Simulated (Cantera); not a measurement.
A freely propagating, adiabatic, planar premixed flame of H2 : O2 : N2 = 1 : 0.312 : 1.17 (molar parts), equivalence ratio 1.6, unburnt at 450 K and 0.158 atm; unity-Lewis-number transport, grid criteria slope 0.08 and curve 0.16, no radiation.

Computed with Cantera and the H2/O2 subset of GRI-Mech 3.0, which has no nitrogen chemistry. Unity Lewis numbers drop preferential diffusion, which matters most where H2 and H carry the flame. Burning velocities carry a grid error of a few per cent, more on coarse grids.

### Question
Predict: laminar burning velocity; thermal thickness; peak x(OH); peak x(H); peak x(HO2); peak x(O).

### Answer
- laminar burning velocity: 270 cm/s
- thermal thickness: 3.59 mm
- peak x(OH): 0.00836
- peak x(H): 0.120
- peak x(HO2): 7.97e-5
- peak x(O): 0.00548
